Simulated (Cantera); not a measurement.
Input: 1 mol CsOH, 3.7 mol H2, equilibrated at 1750 K and 0.440 bar.

These are equilibrium values from Cantera (NASA tables, ideal gas, pure condensed phases), not measurements of a reactor. Candidate condensed phases: Cs, CsOH, H2O; 15 gas species. Rates play no part.

Base state: H2 0.689, H2O 0.110, Cs 0.110, CsOH 0.0913, H 0.000291, Cs2 2.47e-5 (mole fractions); condensed: gas only.

Q: What changes in the equilibrium state with this change: temperature from 1750 K to 1098.15 K?

A: 
```tsv
species	before	after
H2	0.689	0.771
CsOH	0.0913	0.164
H2O	0.110	0.0270
Cs	0.110	0.0269
Cs2(OH)2	2.86e-6	0.0105
H	0.000291	3.29e-8
Cs2	2.47e-5	1.26e-5
```

Q: What changes in the equilibrium state with this change: pressure from 0.440 bar to 3.30 mbar?

A: 
| species | before | after |
|---|---|---|
| H2 | 0.689 | 0.629 |
| Cs | 0.110 | 0.173 |
| H2O | 0.110 | 0.173 |
| CsOH | 0.0913 | 0.0206 |
| Cs2 | 2.47e-5 | 4.62e-7 |
| OH | 2.72e-6 | 5.18e-5 |
| H | 0.000291 | 0.00321 |

Q: What changes in the equilibrium state with this change: temperature from 1750 K to 923 K?

A: 
| species | before | after |
|---|---|---|
| H2 | 0.689 | 0.947 |
| CsOH | 0.0913 | 0.0299 |
| Cs2(OH)2 | 2.86e-6 | 0.0130 |
| H2O | 0.110 | 0.00491 |
| Cs | 0.110 | 0.00490 |
| H | 0.000291 | <1e-9 |
| Cs2 | 2.47e-5 | 1.15e-6 |
| CsOH(l), mol | 0 | 0.763 |
